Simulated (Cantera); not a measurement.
Cantera run:

```python
import numpy as np
import cantera as ct

gas_names = """
    O2 S2
""".split()
cond_names = """
    Na(L) Na2O(c) Na2S(1) Na2SO4(I)
""".split()


# ... load() reads the species with a 1 bar reference pressure and builds the phases ...
species = {s.name: s for s in load("nasa_gas.yaml", gas_names) + load("nasa_condensed.yaml", cond_names)}
T = 1000
g = {n: (s.thermo.h(T) - T * s.thermo.s(T)) / (ct.gas_constant * T * np.log(10)) for n, s in species.items()}
valid = cond_names  # the entries whose range holds T


def stable(la, lb):
    # potentials (over RT ln 10) of the two non-metals from log10 p(O2) and log10 p(S2) in bar
    mu = {}
    mu["O"] = (g["O2"] + la) / 2
    mu["S"] = (g["S2"] + lb) / 2
    cost = {}
    for n in valid:
        c = species[n].composition
        cost[n] = (g[n] - sum(c.get(e, 0) * m for e, m in mu.items())) / c["Na"]
    return min(cost, key=cost.get)


results = []
for lb in [0, -1.7, -3.4, -5.1, -6.8, -8.5, -10.2, -11.9, -13.6, -15.3, -17]:
    row = [stable(la, lb) for la in [-40, -37.6, -35.3, -32.9, -30.6, -28.2, -25.9, -23.5, -21.2, -18.8, -16.5, -14.1, -11.8, -9.4, -7.1, -4.7, -2.4, 0]]
    results.append(row)
    print(f"{lb:6.1f}  " + " ".join(f"{valid.index(n):x}" for n in row))
print("key: " + ", ".join(f"{i:x} {n}" for i, n in enumerate(valid)))
```

Output:

```
   0.0  2 2 2 2 2 2 2 2 2 2 3 3 3 3 3 3 3 3
  -1.7  2 2 2 2 2 2 2 2 2 2 3 3 3 3 3 3 3 3
  -3.4  2 2 2 2 2 2 2 2 2 2 3 3 3 3 3 3 3 3
  -5.1  2 2 2 2 2 2 2 2 2 2 3 3 3 3 3 3 3 3
  -6.8  2 2 2 2 2 2 2 2 2 2 3 3 3 3 3 3 3 3
  -8.5  2 2 2 2 2 2 2 2 2 2 3 3 3 3 3 3 3 3
 -10.2  2 2 2 2 2 2 2 2 2 2 3 3 3 3 3 3 3 3
 -11.9  2 2 2 2 2 2 2 2 2 2 3 3 3 3 3 3 3 3
 -13.6  2 2 2 2 2 2 2 2 2 2 3 3 3 3 3 3 3 3
 -15.3  2 2 2 2 2 2 2 2 2 2 3 3 3 3 3 3 3 3
 -17.0  2 2 2 2 2 2 2 2 2 2 3 3 3 3 3 3 3 3
key: 0 Na(L), 1 Na2O(c), 2 Na2S(1), 3 Na2SO4(I)
```

Standard-state values (1 bar) from the NASA 1993 polynomials, evaluated with Cantera. Not in the tables: pyrosulfates. Part of the grid cannot be reached: there another gas would pass 10 bar, or a non-metal would condense.
